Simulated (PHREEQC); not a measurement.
Consider water at 25 °C with 0.0021 mol ZnCl2, 0.18 mol NaCl and 0.24 mol FeSO4 per kg of water. Closed to the air; pH follows from the charge balance.

Computed with PHREEQC (ion-association model, phreeqc.dat).

Each row changes one thing in this solution. No solid was allowed to form.

```csv
case,pH,ionic strength (mol/kgw),Cl- (mol/kgw),Na+ (mol/kgw),SO4-2 (mol/kgw),NaSO4- (mol/kgw),SI of Halite (NaCl)
as made,5.77,0.693,0.178,0.161,0.120,0.0186,-3.46
FeSO4 replaced by KHSO4 at the same molality,1.11,0.563,0.184,0.168,0.0692,0.0119,-3.42
temperature from 25 to 30 °C,5.71,0.680,0.178,0.161,0.117,0.0186,-3.46
diluted 100-fold with water,6.19,(withheld),0.00184,(withheld),0.00205,1.22e-5,(withheld)
ZnCl2 left out,5.78,0.688,0.174,0.161,0.121,(withheld),-3.47
temperature from 25 to 65 °C,5.37,0.612,0.179,0.162,0.0998,0.0180,-3.51
NaCl from 0.18 to 0.036 mol/kgw,5.80,0.526,0.0387,0.0320,0.119,0.00400,-4.81
```

Problem. Some entries are withheld; supply them.

Solution. 
- diluted 100-fold with water, ionic strength (mol/kgw): 0.0101
- diluted 100-fold with water, Na+ (mol/kgw): 0.00179
- diluted 100-fold with water, SI of Halite (NaCl): -7.14
- ZnCl2 left out, NaSO4- (mol/kgw): 0.0187

Complexes and solids missing from the database can't appear. Away from 25 °C the constants follow the database's enthalpies or fits; those with neither stay at their 25 °C values.
